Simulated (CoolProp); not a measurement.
A closed Brayton cycle with carbon dioxide: compressor inlet 310.15 K and 9.3 MPa, high pressure 22.8 MPa, turbine inlet 670 K, compressor efficiency 0.8, turbine efficiency 0.85, recuperator effectiveness 0.95 (on enthalpy, no pinch check). Each further row changes one setting.

Model: reference Helmholtz-energy equation of state, Span 1996, in CoolProp.

| case | thermal efficiency (%) | net work (kJ/kg) | compressor to turbine work | compressor exit (K) | turbine exit (K) |
|---|---|---|---|---|---|
| as stated | 28.5 | 63.4 | 0.28 | 338.3 | 578.3 |
| turbine inlet 620 K | 26.0 | … | 0.30 | 338.3 | … |
| compressor inlet 320.15 K | 26.0 | 49.6 | … | 380.5 | 578.3 |
| high pressure 19.4 MPa | 27.1 | 54.7 | … | 332.6 | … |
| recuperator effectiveness 0.5 | … | 63.4 | 0.28 | 338.3 | 578.3 |

Problem. Complete the blanks.

Solution. 
- turbine inlet 620 K, net work (kJ/kg): 54.9
- turbine inlet 620 K, turbine exit (K): 531.4
- compressor inlet 320.15 K, compressor to turbine work: 0.43
- high pressure 19.4 MPa, compressor to turbine work: 0.25
- high pressure 19.4 MPa, turbine exit (K): 594.6
- recuperator effectiveness 0.5, thermal efficiency (%): 17.6
